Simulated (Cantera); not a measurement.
A closed system holds: 1 mol borazine, 0.22 mol H2O, 23 mol H2, 0.054 mol N2, equilibrated at 0.000710 bar.

Method: chemical equilibrium by Gibbs-energy minimisation in Cantera with the NASA 1993 tables (ideal gas, pure condensed phases). Candidate condensed phases: B, BN, B2O3, B3O3H3, H2O; 39 gas species. The feed counts by its element totals alone. Mutual solubility and eutectic melting of coexisting phases are not modelled. The numbers say what is thermodynamically allowed, not how fast it happens.

What share of the B ends up in condensed phases as a function of T (°C), at 1002, 1102, 1202, 1302, 1402, 1502, 1602, 1702, 1802, 1902?


| T (°C) | B condensed (%) | as |
|---|---|---|
| 1002 | 98.2 | BN(s) + B2O3(l) |
| 1102 | 94.4 | BN(s) |
| 1202 | 93.2 | BN(s) |
| 1302 | 92.7 | BN(s) |
| 1402 | 92.7 | BN(s) |
| 1502 | 92.6 | BN(s) |
| 1602 | 92.4 | B(s) + BN(s) |
| 1702 | 92.2 | B(s) |
| 1802 | 91.4 | B(s) |
| 1902 | 88.8 | B(s) |
